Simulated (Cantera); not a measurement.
What does this Cantera script print?

```python
import numpy as np
import cantera as ct

gas_names = """
    H HNO HNO2 HNO3 HO2 H2 H2O H2O2 N NH NH2 NH3 NH2OH NO NO2 NO3 N2 N2H2 N2H4 N2O O OH O2 O3
""".split()
cond_names = """
    H2O(s) H2O(L)
""".split()


# ... load() reads the species with a 1 bar reference pressure and builds the phases ...
atoms = {
    'N2O': {'N': 2, 'O': 1},
    'H2': {'H': 2},
    'N2': {'N': 2},
}
top_T = {}  # K; cautious upper limits of use, not melting points


# ... equilibrate(T, P, feed) seeds the gas with the atoms and calls Mixture.equilibrate('TP', solver="vcs", rtol=1e-11, max_steps=5000) ...
results = []
feed = {'N2O': 1, 'H2': 4.7, 'N2': 19}  # mol
P = 6900  # Pa
for T in [748, 948, 1148, 1348, 1548, 1748, 1948, 2148, 2348, 2548]:
    mix = equilibrate(T, P, feed)
    results.append((T, P, feed, dict(zip(mix.species_names, mix.species_moles))))

top = {s: max(r[3][s] / sum(r[3][g] for g in gas_names) for r in results) for s in gas_names}
cols = sorted((s for s in top if top[s] > 1e-05), key=lambda s: -top[s])[:8]
seen = [c for c in cond_names if any(r[3].get(c, 0) > 1e-12 for r in results)]
print("log10 of partial pressures in bar; condensed amounts in mol")
print(f"{'T/K':>10s}" + "".join(f"{s[:9]:>10s}" for s in cols + seen))
for T, P, feed, n in results:
    ng = sum(n[g] for g in gas_names)
    print(f"{T:10.4g}" + "".join(f"{np.log10(max(n[s] / ng * P / 1e5, 1e-99)):10.3f}" for s in cols)
          + "".join(f"{n.get(c, 0):10.4g}" for c in seen))
```

It prints:

```
log10 of partial pressures in bar; condensed amounts in mol
       T/K        N2        H2         H       H2O        OH         O        NO        O2
       748    -1.253    -1.986   -13.534    -2.554   -17.888   -29.212   -21.320   -29.943
       948    -1.253    -1.986   -10.273    -2.554   -13.681   -21.864   -16.339   -22.673
      1148    -1.253    -1.986    -8.138    -2.554   -10.930   -17.055   -13.080   -17.910
      1348    -1.253    -1.986    -6.629    -2.554    -8.990   -13.662   -10.780   -14.545
      1548    -1.253    -1.986    -5.504    -2.554    -7.549   -11.139    -9.070   -12.042
      1748    -1.253    -1.986    -4.634    -2.554    -6.436    -9.188    -7.749   -10.106
      1948    -1.253    -1.988    -3.941    -2.555    -5.551    -7.634    -6.697    -8.563
      2148    -1.254    -1.996    -3.378    -2.558    -4.830    -6.365    -5.837    -7.299
      2348    -1.257    -2.014    -2.916    -2.569    -4.235    -5.306    -5.121    -6.242
      2548    -1.263    -2.055    -2.537    -2.607    -3.749    -4.416    -4.522    -5.357
```

Method: chemical equilibrium by Gibbs-energy minimisation in Cantera with the NASA 1993 tables (ideal gas, pure condensed phases).
